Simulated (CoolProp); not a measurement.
A simple Rankine cycle with hexamethyldisiloxane (MM): condensing at 307.15 K, boiler at 1.04 MPa, turbine inlet 495.2 K, turbine efficiency 0.65, pump efficiency 0.7, no recuperator. Each further row changes one setting.

The numbers come from the reference Helmholtz-energy equation of state, Thol 2016 in CoolProp.

```csv
case,thermal efficiency (%),net work (kJ/kg),heat in (kJ/kg),turbine exit temperature (K),volume ratio over the turbine
as stated,12.6,66.4,528,446.4,151
turbine inlet 515.2 K,12.3,70.3,572,467.6,142
condensing temperature 299.15 K,13.2,71.9,543,443.4,222
boiler pressure 0.728 MPa,11.9,63.9,538,453.4,93.9
turbine efficiency 0.55,10.6,55.9,528,451.9,153
```
